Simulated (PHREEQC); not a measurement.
Solution A (0.0067 mol H2SO4, 0.0013 mol ZnSO4 and 0.00099 mol MgSO4 per kg of water) is mixed with solution B (2.9 mmol/kgw H3PO4, 1.4 mmol/kgw NaOH and 0.14 mmol/kgw ZnSO4) at 20 °C; shares are by mass of water, 1 kg in all. Oxygen is held at 0.21 atm. No CO2 enters from the air. The run lets Brucite, Zn(OH)2-a, Zn4(OH)6SO4, Zn3(PO4)2:4w, Mirabilite, Epsomite, Goslarite precipitate or redissolve, and no other solid.

Computed with PHREEQC (ion-association model, wateq4f.dat).

| share of solution B | pH | H2PO4- (mol/kgw) | Mg+2 (mol/kgw) |
|---|---|---|---|
| 0 | 2.03 | 0 | 0.000718 |
| 0.1 | ? | 0.000142 | 0.000652 |
| 0.2 | 2.11 | 0.000297 | ? |
| 0.3 | 2.16 | 0.000469 | 0.000519 |
| 0.4 | ? | ? | ? |
| 0.5 | 2.28 | 0.000873 | 0.000383 |
| 0.6 | 2.35 | 0.00111 | 0.000313 |
| 0.7 | 2.44 | 0.00139 | ? |
| 0.8 | 2.56 | 0.00171 | 0.000166 |
| 0.9 | 2.72 | 0.00209 | ? |
| 1 | 2.97 | 0.00254 | 0 |

Q: What belongs in the gaps?

A: 
- 0.1, pH: 2.07
- 0.2, Mg+2 (mol/kgw): 0.000586
- 0.4, pH: 2.22
- 0.4, H2PO4- (mol/kgw): 0.000659
- 0.4, Mg+2 (mol/kgw): 0.000452
- 0.7, Mg+2 (mol/kgw): 0.000241
- 0.9, Mg+2 (mol/kgw): 8.65e-5

Complexes and solids missing from the database can't appear. H3PO4, which wateq4f.dat lacks, is added to it with the constant of phreeqc.dat. The database has no phosphate complexes of Zn.
